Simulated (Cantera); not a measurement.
Equilibrium for metals in furnace atmospheres: Ti + CO2 + CO + O2

Charge: 1 mol Ti, 0.025 mol CO2, 15 mol CO, 0.092 mol O2, at 1250 °C.

These are equilibrium values from Cantera (NASA tables, ideal gas, pure condensed phases), not measurements of a reactor. Candidate condensed phases: C, Ti, TiC, TiO, TiO2, Ti2O3, Ti3O5, Ti4O7; 15 gas species. Mutual solubility and eutectic melting of coexisting phases are not modelled. TiC: taken at fixed stoichiometry. Condensed phases not in the tables: Magnéli phases beyond Ti4O7. Kinetics and transport are ignored.

| P (Pa) | log p CO | log p CO2 | log p TiO | log p Ti | log p TiO2 | n TiC(s) | n Ti2O3(s) | n Ti3O5(s) | n C(graphite) | n Ti4O7(s) | n TiO2(rutile) |
|---|---|---|---|---|---|---|---|---|---|---|---|
| 10 | -4.00 | -9.13 | -10.89 | -12.27 | -12.84 | 0.516 | 0.242 | 0 | 0 | 0 | 0 |
| 48 | -3.32 | -8.18 | -11.03 | -12.68 | -12.70 | 0.516 | 0.242 | 0 | 0 | 0 | 0 |
| 230 | -2.64 | -7.23 | -11.17 | -13.09 | -12.57 | 0.517 | 0.242 | 0 | 0 | 0 | 0 |
| 1100 | -1.96 | -6.27 | -11.30 | -13.49 | -12.43 | 0.517 | 0.242 | 0 | 0 | 0 | 0 |
| 5500 | -1.26 | -5.30 | -11.44 | <-13 | -12.29 | 0.517 | 0.242 | 0 | 0 | 0 | 0 |
| 26000 | -0.59 | -4.36 | -11.59 | <-12 | -12.17 | 0.548 | 0 | 0.151 | 0 | 0 | 0 |
| 130000 | 0.11 | -3.04 | <-11 | <-11 | <-11 | 0 | 0 | 0.333 | 1.47 | 0 | 0 |
| 620000 | 0.79 | -1.68 | <-11 | <-11 | <-11 | 0 | 0 | 0 | 1.59 | 0.250 | 0 |
| 3000000 | 1.47 | -0.32 | <-10 | <-10 | <-10 | 0 | 0 | 0 | 2.00 | 0 | 1.00 |
log p: log10 of the partial pressure in bar; n: condensed amount in mol.

From 10.0 Pa to 5500 Pa the condensed part is TiC(s) + Ti2O3(s). At 26000 Pa the condensed part is TiC(s) + Ti3O5(s). At 130000 Pa the condensed part is C(graphite) + Ti3O5(s). At 620000 Pa the condensed part is C(graphite) + Ti4O7(s). At 3000000 Pa the condensed part is C(graphite) + TiO2(rutile).
